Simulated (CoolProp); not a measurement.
Vapour-liquid equilibrium of CHF3 (R23) (1) + propane (2) at -32.65 °C; x and y are mole fractions of (1).

Computed with CoolProp (multi-fluid Helmholtz-energy mixture model, Penoncello 2003 and Lemmon 2009; pair parameters Bell 2016).

Task: Give the bubble pressure and the first vapour's composition at x = 0.35, 0.65, 0.75. Is there an azeotrope?

Result: x = 0.35: 0.8139 MPa, y = 0.825; x = 0.65: 0.8805 MPa, y = 0.850; x = 0.75: 0.8986 MPa, y = 0.863. y crosses x between x = 0.85 and 0.95: the model has an azeotrope there.

The pair parameters rest on a limited set of measurements; away from them the model extrapolates. With so large a gap from Raoult's law the liquid may split in two, which this calculation doesn't test in full.
